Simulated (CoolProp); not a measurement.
Vapour-liquid equilibrium of R125 (1) + R152A (2) at 0.829 MPa; x and y are mole fractions of (1).

Model: multi-fluid Helmholtz-energy mixture model, Lemmon 2005 and Outcalt 1996; pair parameters Bell 2016, in CoolProp.

```csv
x,bubble temperature (K),y at the bubble point,dew temperature at overall composition x (K),liquid density (mol/L)
0.05,307.6,0.094,308.6,13.04
0.2,…,…,305.1,12.67
0.35,297.3,…,301.4,…
0.5,293.0,0.657,297.4,…
0.65,288.9,0.784,293.2,11.57
0.8,285.0,0.891,…,11.21
0.95,281.2,0.976,…,10.85
```

Question: Fill in the missing entries.

Answer: 
- 0.2, bubble temperature (K): 302.0
- 0.2, y at the bubble point: 0.325
- 0.35, y at the bubble point: 0.506
- 0.35, liquid density (mol/L): 12.30
- 0.5, liquid density (mol/L): 11.93
- 0.8, dew temperature at overall composition x (K): 288.4
- 0.95, dew temperature at overall composition x (K): 282.5

No azeotrope shows between x = 0.05 and 0.95.

The pair parameters rest on a limited set of measurements; away from them the model extrapolates.
